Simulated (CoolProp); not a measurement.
The numbers come from the reference Helmholtz-energy equation of state, Akasaka 2019 in CoolProp.

Task: For R1234ze(Z), give the phase and the density (kg/m³), isothermal compressibility (1/MPa), expansivity (1/kK), fugacity coefficient at 166.85 °C and 5880 kPa; 166.85 °C and 6870 kPa; 166.85 °C and 7850 kPa.

Result: 
- 166.85 °C and 5880 kPa: supercritical; density 673, isothermal compressibility 0.113, expansivity 14.5, fugacity coefficient 0.503
- 166.85 °C and 6870 kPa: supercritical; density 730, isothermal compressibility 0.0612, expansivity 9.56, fugacity coefficient 0.450
- 166.85 °C and 7850 kPa: supercritical; density 767, isothermal compressibility 0.0422, expansivity 7.47, fugacity coefficient 0.410
